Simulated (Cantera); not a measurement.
Source: NASA polynomial tables (part measured, part estimated), evaluated in Cantera. Values are per mole of reaction as written; species without (g) are pure solids or liquids, kept so even where they would boil at 1 bar.

**Question.** Between 300 and 1423 K, where is each reaction favourable under standard conditions?
- H2O2(g) + 2 Fe(OH)2 = 2 Fe(OH)3

**Answer.** 
- H2O2(g) + 2 Fe(OH)2 = 2 Fe(OH)3: ΔG° is -321 kJ at 300 K and -91 kJ at 1423 K; it stays negative (K > 1). ΔH° is -368 kJ and ΔS° -194 J/K at 1423 K.
